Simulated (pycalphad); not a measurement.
CALPHAD calculation (pycalphad, COST 507 light-alloy database (1999)), 1 atm. The database dates from 1999; later assessments differ in places, in temperatures and in the compounds included.

**Al-0.93Si-0.26Fe (at.%): equilibrium cooling sequence**

```
T (K)                    phases above                       phases below
-----  ------------------------------  ---------------------------------
926.1                          LIQUID                    FCC_A1 + LIQUID
910.8                 FCC_A1 + LIQUID          AL13FE4 + FCC_A1 + LIQUID
904.8       AL13FE4 + FCC_A1 + LIQUID     ALFESI_ALPHA + FCC_A1 + LIQUID
892.6  ALFESI_ALPHA + FCC_A1 + LIQUID      ALFESI_BETA + FCC_A1 + LIQUID
888.2   ALFESI_BETA + FCC_A1 + LIQUID               ALFESI_BETA + FCC_A1
761.8            ALFESI_BETA + FCC_A1  ALFESI_BETA + DIAMOND_A4 + FCC_A1
```

Changes were sought between steps of 25 K, so a narrower field can be missed.

Database names, with the compositions (at.%) that they take in these runs: ALFESI_ALPHA: Al 73 Fe 19 Si 8; ALFESI_BETA: Al 70 Si 15 Fe 15. FCC_A1 is fcc; DIAMOND_A4 is diamond (Si).
